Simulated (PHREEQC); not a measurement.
Make-up at 20 °C: 97 mmol/kgw NiSO4, 2.3 mmol/kgw NaCl and 1.6 mmol/kgw FeSO4. Closed to the air; pH follows from the charge balance.

Equilibrium calculation in PHREEQC: ion-association model, wateq4f.dat.

```tsv
quantity	before	after
pH	6.08	3.50
ionic strength (mol/kgw)	0.216	0.219
SO4-2 (mol/kgw)	0.0534	0.0538
Ni+2 (mol/kgw)	0.0527	0.0527
NiSO4 (mol/kgw)	0.0441	0.0441
Ni(SO4)2-2 (mol/kgw)	0.000129	0.000130
SI of Morenosite (NiSO4:7H2O)	-1.22	-1.22
```

Q: Name the change that produced these shifts.
(A) FeSO4 replaced by Fe2(SO4)3 at the same molality
(B) FeSO4 from 0.0016 to 0.00144 mol/kgw
(C) NaCl from 0.0023 to 0.00023 mol/kgw
(D) temperature from 20 to 75 °C
(E) NaCl left out

A: A, FeSO4 replaced by Fe2(SO4)3 at the same molality

No solid was allowed to form. Some of these states are supersaturated (in Jarosite-Na, Fe(OH)3(a), for instance).
